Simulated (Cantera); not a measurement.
An adiabatic, constant-pressure homogeneous reactor starts with 3.73 % C3H8, 12.7 % O2, 83.6 % N2, at 1175 K and 2850 Torr.

Detailed kinetics in Cantera: GRI-Mech 3.0 (53 species, 325 reactions). GRI-Mech 3.0 was tuned for natural gas; its chemistry of propane as a main component is partial and can be far from experiment.

Question: Predict: time of steepest temperature rise; temperature at 0.100 s; equilibrium temperature; x(O2) at 0.100 s; x(HCN) at 0.100 s; x(NO) at 0.100 s; x(N2O) at 0.100 s.

Answer: 
```
Property                                                             Value
---------------------------------  ---------------------------------------
time of steepest temperature rise                                  7.64 ms
temperature at 0.100 s                                              2248 K
equilibrium temperature                                             2248 K
x(O2) at 0.100 s                   3.91e-6 (gas-phase equilibrium 3.91e-6)
x(HCN) at 0.100 s                  3.87e-8 (gas-phase equilibrium 3.89e-8)
x(NO) at 0.100 s                   5.95e-5 (gas-phase equilibrium 5.98e-5)
x(N2O) at 0.100 s                  6.36e-9 (gas-phase equilibrium 6.37e-9)
```
